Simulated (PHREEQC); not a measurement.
Make-up at 25 °C: 0.0011 mol HF, 4e-05 mol KF and 0.0061 mol H2SO4 per kg of water. Closed to the air; pH follows from the charge balance.

All values are PHREEQC results (ion-association model, wateq4f.dat), not measurements.

The ionic strength comes out as 0.0137 mol/kgw. What activity coefficients do HSO4-, H+, K+, F-, SO4-2 get?

HSO4- 0.89, H+ 0.90, K+ 0.89, F- 0.89, SO4-2 0.63.

This is a speciation only: nothing precipitates in the calculation. Species that the database lacks are ignored.
